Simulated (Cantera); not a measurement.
## Oxide etching and cleaning by halides: B2O3 + NF3 + O2

Feed: 1 mol B2O3, 0.54 mol NF3, 0.12 mol O2, equilibrated at 1.43 Torr.

Equilibrium computed with Cantera from the NASA thermochemical tables; the gas is ideal and each condensed phase is pure. Candidate condensed phases: B, BN, B2O3; 31 gas species. Equilibrium is a limit: real reactors are often held back by kinetics, nucleation or transport.

```csv
T (K),x BOF,x O2,x BF3,x N2,x B2O3,x B3O3F3,x BO2,n B2O3(l)
798,7.15e-6,0.393,0.378,0.202,<1e-12,0.0260,<1e-12,0.695
898,0.000172,0.393,0.372,0.202,7.48e-12,0.0329,1.68e-11,0.686
998,0.00215,0.393,0.365,0.202,1.60e-9,0.0384,1.51e-9,0.678
1098,0.0167,0.389,0.352,0.200,1.24e-7,0.0420,5.86e-8,0.666
1198,0.0878,0.370,0.311,0.190,4.53e-6,0.0405,1.21e-6,0.631
1298,0.312,0.311,0.190,0.160,9.27e-5,0.0264,1.49e-5,0.510
1398,0.603,0.234,0.0353,0.121,0.00121,0.00513,0.000123,0.266
1498,0.659,0.215,0.00197,0.111,0.0110,0.000296,0.000791,0.167
1598,0.621,0.200,0.000111,0.103,0.0710,1.63e-5,0.00391,0
1698,0.621,0.199,5.49e-5,0.103,0.0693,1.49e-6,0.00704,0
1798,0.620,0.197,2.97e-5,0.103,0.0668,1.78e-7,0.0118,0
```
x: gas mole fraction; n: condensed amount in mol.

From 798 K to 1498 K the condensed part is B2O3(l). From 1598 K to 1798 K nothing is condensed. The main B-bearing gas is BF3 at 798 K and BOF at 1798 K.
